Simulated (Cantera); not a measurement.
## Premixed flame

A freely propagating, adiabatic, planar premixed flame of H2 : O2 : N2 = 1 : 0.455 : 1.82 (molar parts), equivalence ratio 1.1, unburnt at 500 K and 101000 Pa; mixture-averaged transport, grid criteria slope 0.08 and curve 0.16, no radiation.

Computed with Cantera and the H2/O2 subset of GRI-Mech 3.0, which has no nitrogen chemistry. Burning velocities carry a grid error of a few per cent, more on coarse grids.

```tsv
z (mm)	T (K)	u (m/s)	x H2	x O2	x OH	x H	x HO2	x O
-1.32	500	5.43	0.305	0.139	<1e-8	<1e-8	<1e-8	<1e-8
-0.877	500	5.43	0.305	0.139	<1e-8	<1e-8	<1e-8	<1e-8
-0.658	500	5.43	0.305	0.139	<1e-8	<1e-8	<1e-8	<1e-8
-0.439	500	5.43	0.305	0.139	<1e-8	<1e-8	4.60e-8	<1e-8
-0.219	508	5.50	0.302	0.139	1.19e-5	2.38e-5	0.000131	2.21e-6
-0.110	722	7.61	0.270	0.135	0.000869	0.00401	0.000252	0.000201
0	1195	12.2	0.168	0.0982	0.00305	0.0334	9.23e-5	0.00441
0.110	1525	15.3	0.0783	0.0408	0.00883	0.0578	3.41e-5	0.00996
0.219	1678	16.7	0.0579	0.0239	0.0121	0.0562	1.80e-5	0.0105
0.439	1835	18.1	0.0551	0.0182	0.0144	0.0448	1.16e-5	0.00908
0.877	1994	19.5	0.0536	0.0145	0.0155	0.0325	7.75e-6	0.00690
1.75	2143	20.7	0.0503	0.0109	0.0151	0.0219	4.92e-6	0.00468
3.51	2271	21.7	0.0456	0.00758	0.0135	0.0139	3.00e-6	0.00284
```
x: mole fraction of selected species; z is measured from the peak of heat release.

```json
{
  "laminar_burning_velocity": "543 cm/s",
  "thermal_thickness": "0.439 mm",
  "peak x(OH)": "0.0155",
  "peak x(H)": "0.0588",
  "peak x(HO2)": "0.000365",
  "peak x(O)": "0.0105"
}
```
